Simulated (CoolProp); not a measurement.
Values from CoolProp's reference Helmholtz-energy equation of state, Thol 2019.

Task: For decamethylcyclopentasiloxane (D5), give the phase and the density (kg/m³), cv (kJ/(kg K)), isothermal compressibility (1/MPa), expansivity (1/kK) at 60.55 °C and 0.599 MPa; 60.55 °C and 1.8 MPa; 60.55 °C and 4.79 MPa.

Result: 
- 60.55 °C and 0.599 MPa: liquid; density 917, cv 1.49, isothermal compressibility 0.00190, expansivity 1.15
- 60.55 °C and 1.8 MPa: liquid; density 919, cv 1.50, isothermal compressibility 0.00185, expansivity 1.14
- 60.55 °C and 4.79 MPa: liquid; density 924, cv 1.50, isothermal compressibility 0.00174, expansivity 1.10
